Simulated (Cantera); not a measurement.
Cantera run, input and output.

```python
import numpy as np
import cantera as ct

gas = ct.Solution("gri30.yaml")


def delay(T, t_max=10):
    gas.TPX = T, 500000, {'H2': 1, 'O2': 0.278, 'N2': 1.04, 'NO': 0.0077}
    reactor = ct.IdealGasReactor(gas, clone=False)
    net = ct.ReactorNet([reactor])
    net.rtol, net.atol = 1e-8, 1e-16
    while net.time < t_max:
        t_old, T_old = net.time, reactor.T
        net.step()
        if reactor.T > T + 400:  # ignition: a rise of 400 K
            return t_old + (T + 400 - T_old) / (reactor.T - T_old) * (net.time - t_old)
    return np.nan


taus = []
for T in [925, 975, 1025, 1075, 1125, 1175, 1225, 1275]:
    taus.append(delay(T))
    print(f"T0 = {T:6g} K   tau = {taus[-1]:.4e} s")
```

It prints:

```
T0 =    925 K   tau = 2.8934e-04 s
T0 =    975 K   tau = 1.5608e-04 s
T0 =   1025 K   tau = 8.4495e-05 s
T0 =   1075 K   tau = 4.6511e-05 s
T0 =   1125 K   tau = 2.6769e-05 s
T0 =   1175 K   tau = 1.6430e-05 s
T0 =   1225 K   tau = 1.0867e-05 s
T0 =   1275 K   tau = 7.7096e-06 s
```

Model: GRI-Mech 3.0 (53 species, 325 reactions), integrated in Cantera. The hydrogen kinetics of GRI-Mech 3.0 are dated; newer H2 mechanisms differ, most at raised pressure. The mechanism lacks 2 NO + O2 → 2 NO2 and HONO, so NO2 and the effect of NO are under-described below about 1400 K. Below about 950 K walls govern HO2 and H2O2 in real vessels.
